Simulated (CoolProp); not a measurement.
A single-stage vapour-compression cycle with the fluid: evaporating at 267.15 K (dew point), condensing at 308.15 K (bubble point), superheat 10 K, subcooling 8 K, compressor efficiency 0.6, no pressure losses. The same conditions are run with several fluids, on thermodynamics alone (safety and materials aside).

Computed with CoolProp (reference Helmholtz-energy equation of state of each fluid (R507A: Lemmon 2003; propane: Lemmon 2009; vinyl chloride: Thol 2022; chloromethane (R40): Thol 2014; R142b: Lemmon 2006; cyclopentane: Gedanitz 2015)). Blends and air are pseudo-pure fits.

| fluid | cooling COP | pressure ratio | discharge temperature (K) | refrigerating effect (kJ/kg) | volumetric capacity (kJ/m³) |
|---|---|---|---|---|---|
| R507A | 3.21 | … | 335.5 | 130 | 3240 |
| propane | 3.38 | … | … | … | 2590 |
| vinyl chloride | 3.52 | 3.80 | 376.8 | 307 | 1190 |
| chloromethane (R40) | 3.43 | 3.66 | … | … | … |
| R142b | … | 3.96 | 344.2 | 188 | 977 |
| cyclopentane | 3.63 | 5.85 | 359.6 | 381 | 123 |

Q: What belongs in the gaps?

A: 
- R507A, pressure ratio: 3.22
- propane, pressure ratio: 3.10
- propane, discharge temperature (K): 340.4
- propane, refrigerating effect (kJ/kg): 315
- chloromethane (R40), discharge temperature (K): 402.8
- chloromethane (R40), refrigerating effect (kJ/kg): 365
- chloromethane (R40), volumetric capacity (kJ/m³): 1750
- R142b, cooling COP: 3.53
